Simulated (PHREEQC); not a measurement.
# Acid rinse or clean (model solution)

A solution holds 22 mmol/kgw HNO3 and 0.049 mmol/kgw CuSO4, at 84 °C. Closed to the air; pH follows from the charge balance.

Computed with PHREEQC (ion-association model, phreeqc.dat).

Precipitation was switched off in this run.

What pH does the model give?

pH 1.72.

In which forms is S present?

HSO4- 84 %, SO4-2 16 % of the S.

At this temperature some constants are extrapolated from 25 °C, and those without enthalpy data are left unchanged.
